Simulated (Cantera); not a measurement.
An isothermal, constant-pressure homogeneous reactor starts with 4.55 % NH₃, 95.5 % N₂, at 1925 K and 100.0 Torr.

Cantera simulation using the gas-phase N/H chemistry of the illustrative SiF4/NH3 mechanism in the Surface Chemkin manual (1991); the numbers are that mechanism's predictions, not measurements. Walls and surfaces, which speed up NH3 decomposition in real reactors, are not modelled.

x: mole fraction; the columns are a selection and need not sum to one.

```json
[
 {"t (s)": "2.00e-5", "x NH₃": "0.0455", "x NH₂": "8.89e-7", "x NH": "3.40e-11", "x H": "2.09e-7", "x N₂": "0.955", "x N₂H₄": "<1e-12", "x H₂": "3.40e-7"},
 {"t (s)": "0.000150", "x NH₃": "0.0454", "x NH₂": "8.00e-6", "x NH": "3.75e-9", "x H": "2.30e-7", "x N₂": "0.955", "x N₂H₄": "7.34e-12", "x H₂": "3.89e-6"},
 {"t (s)": "0.00112", "x NH₃": "0.0454", "x NH₂": "6.05e-5", "x NH": "2.90e-7", "x H": "2.82e-7", "x N₂": "0.955", "x N₂H₄": "4.26e-10", "x H₂": "3.28e-5"},
 {"t (s)": "0.00843", "x NH₃": "0.0447", "x NH₂": "0.000241", "x NH": "2.62e-6", "x H": "2.58e-6", "x N₂": "0.954", "x N₂H₄": "6.74e-9", "x H₂": "0.000816"},
 {"t (s)": "0.0632", "x NH₃": "0.0389", "x NH₂": "0.000167", "x NH": "4.49e-6", "x H": "1.50e-5", "x N₂": "0.952", "x N₂H₄": "3.27e-9", "x H₂": "0.00928"},
 {"t (s)": "0.474", "x NH₃": "0.0152", "x NH₂": "6.87e-5", "x NH": "3.66e-6", "x H": "6.98e-5", "x N₂": "0.941", "x N₂H₄": "5.49e-10", "x H₂": "0.0433"},
 {"t (s)": "3.56", "x NH₃": "9.13e-5", "x NH₂": "1.65e-6", "x NH": "4.00e-7", "x H": "0.000415", "x N₂": "0.935", "x N₂H₄": "<1e-12", "x H₂": "0.0649"},
 {"t (s)": "26.7", "x NH₃": "(withheld)", "x NH₂": "(withheld)", "x NH": "(withheld)", "x H": "0.000671", "x N₂": "0.934", "x N₂H₄": "<1e-12", "x H₂": "0.0649"},
 {"t (s)": "200", "x NH₃": "(withheld)", "x NH₂": "(withheld)", "x NH": "7.86e-10", "x H": "0.000671", "x N₂": "0.934", "x N₂H₄": "<1e-12", "x H₂": "0.0649"}
]
```

Q: Fill in the missing entries.

A: 
- 26.7, x NH₃: 4.89e-7
- 26.7, x NH₂: 1.43e-8
- 26.7, x NH: 5.63e-9
- 200, x NH₃: 6.82e-8
- 200, x NH₂: 2.00e-9
